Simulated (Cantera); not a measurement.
Thermodynamics of hydrogen reduction and annealing atmospheres, feed NiS + H2 + N2

Feed: 1 mol NiS, 1100 mol H2, 3.2 mol N2.

Cantera equilibrium calculation (NASA polynomials, part measured and part estimated; ideal gas, pure solids and liquids). Candidate condensed phases: Ni, NiS, NiS2, Ni3S2, Ni3S4, S; 17 gas species. Kinetics and transport are ignored.

Stable condensed phases:

```
T in °C \ P in Pa
              10      36     130     460    1700    6000   22000   77000  280000 1000000
   1850        A       A       A       A       A       A       A       A       B       B
   1750        A       A       A       A       A       A       A       B       B       B
   1650        A       A       A       A       A       A       B       B       B       B
   1550        A       A       A       A       A       B       B       B       B       B
   1450        A       A       A       B       B       B       B       B       B       B
   1350        A       A       B       B       B       B       B       B       B       B
   1250        B       B       B       B       B       B       B       B       B       B
   1150        B       B       B       B       B       B       B       B       B       B
   1050        B       B       B       B       B       B       B       B       B       B
```

A: gas only; B: Ni.
